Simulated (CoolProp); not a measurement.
Model: reference Helmholtz-energy equation of state, Thol 2019, in CoolProp.

### Question
Give the vapour pressure (bar), vapour Z, liquid conductivity (mW/(m K)) of saturated n-hexane at 312.4, 367, 421.6 K.

### Answer
| T (K) | p (bar) | vapour Z | liquid conductivity (mW/(m K)) |
|---|---|---|---|
| 312.4 | 0.362 | 0.976 | 116 |
| 367 | 2.10 | 0.919 | 102 |
| 421.6 | 7.31 | 0.809 | 89.9 |

Thermal conductivity comes from a separate model (Assael 2013).
